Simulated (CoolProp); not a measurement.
Saturated liquid density (kg/m³) of ethanol: the reference equation beside estimates from Tc = 514.7 K, pc = 6.268 MPa, ω = 0.644. Rackett uses Z = 0.29056 − 0.08775 ω.

The numbers come from the reference Helmholtz-energy equation of state, Schroeder 2014 in CoolProp.

```tsv
T (K)	reference	Rackett	Redlich-Kwong	Soave-Redlich-Kwong
337.2	(withheld)	(withheld)	583.9	636.4
349.9	(withheld)	822.9	570.1	624.4
362.6	725.3	(withheld)	555.7	611.3
375.3	711.6	783.6	540.4	597.2
388	697.0	762.8	524.3	581.8
400.7	681.2	741.0	507.2	565.0
413.4	663.9	718.2	489.0	546.6
426.1	644.8	694.0	469.5	526.3
438.8	623.9	668.1	448.4	503.7
451.5	600.8	640.1	425.6	478.4
464.2	575.1	609.2	400.3	449.5
```

Question: What belongs in the gaps?

Answer: 
- 337.2, reference: 750.2
- 337.2, Rackett: 841.6
- 349.9, reference: 738.1
- 362.6, Rackett: 803.6

Absolute difference from the reference over all 11 rows, mean and median: Rackett 8.9 and 8.8 %, Redlich-Kwong 25.8 and 25.5 %, Soave-Redlich-Kwong 17.6 and 17.1 %.
